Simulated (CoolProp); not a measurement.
C3F8 (R218) along the isobar 2.84 MPa: fugacity coefficient from the reference equation and from simpler models built on Tc = 345.0 K, pc = 2.640 MPa, ω = 0.317; each cubic takes its own stable root.

Computed with CoolProp (reference Helmholtz-energy equation of state, Lemmon 2006). It is a short technical equation, of lower accuracy than the large ones.

```tsv
T (K)	phase	reference
281.6	liquid	0.1866
288.9	liquid	0.2249
296.1	liquid	0.2667
303.4	liquid	0.3130
310.6	liquid	0.3623
317.8	liquid	0.4146
325.1	liquid	0.4702
332.3	liquid	0.5266
339.6	liquid	0.5843
346.8	supercritical	0.6390
354.1	supercritical	0.6766
361.3	supercritical	0.7032
368.5	supercritical	0.7259
375.8	supercritical	0.7462
```

### Question
How far does each simpler model (van der Waals, Redlich-Kwong, Soave-Redlich-Kwong, Peng-Robinson) lie from the reference over these 14 states: mean and median of the absolute difference, and the worst?

### Answer
- van der Waals: mean 28.7 %, median 17.9 %, worst +94.6 % at 281.6 K and 2.84 MPa
- Redlich-Kwong: mean 11.0 %, median 6.7 %, worst +33.9 % at 281.6 K and 2.84 MPa
- Soave-Redlich-Kwong: mean 1.5 %, median 1.9 %, worst +2.6 % at 296.1 K and 2.84 MPa
- Peng-Robinson: mean 2.2 %, median 1.9 %, worst -3.4 % at 361.3 K and 2.84 MPa
